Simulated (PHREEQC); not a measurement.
Dissolve 75 mmol/kgw NaBF4 at 10 °C. It is in equilibrium with CO2 at log p = -2 (atm). Otherwise closed; pH follows from the charge balance.

Equilibrium calculation in PHREEQC: ion-association model, wateq4f.dat.

Precipitation was switched off in this run.

Question: Predict the pH, ionic strength.

Answer: pH 2.73; ionic strength 0.0772 mol/kgw.

Question: In which forms is F present?

Answer: BF4- 93 %, BF3OH- 3.7 %, HF 1.7 %, F- 1.0 % of the F.

Constants without temperature data keep their 25 °C values here. Real BF4- forms and hydrolyses slowly; the run takes it at equilibrium.
